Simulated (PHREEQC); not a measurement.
**Buffer (model solution)**

A solution holds 0.11 mol KHCO3 and 0.0016 mol K2HPO4 per kg of water, at 25 °C. Closed to the air; pH follows from the charge balance.

Equilibrium calculation in PHREEQC: ion-association model, phreeqc.dat.

```yaml
pH: 8.13
ionic_strength: 0.116 mol/kgw
specific_conductance: 11000 µS/cm
density: 1.004 g/cm³
total_alkalinity: 112 meq/kg
```

```
species  molality  activity   log γ
-------  --------  --------  ------
K+          0.113    0.0852  -0.123
HCO3-       0.107    0.0835  -0.108
CO3-2     0.00144  0.000529  -0.433
HPO4-2    0.00141  0.000507  -0.446
CO2       0.00136   0.00140   0.012
KHPO4-   0.000108   8.42e-5  -0.108
H2PO4-    7.76e-5   6.04e-5  -0.108
```

No solid was allowed to form. Species that the database lacks are ignored.
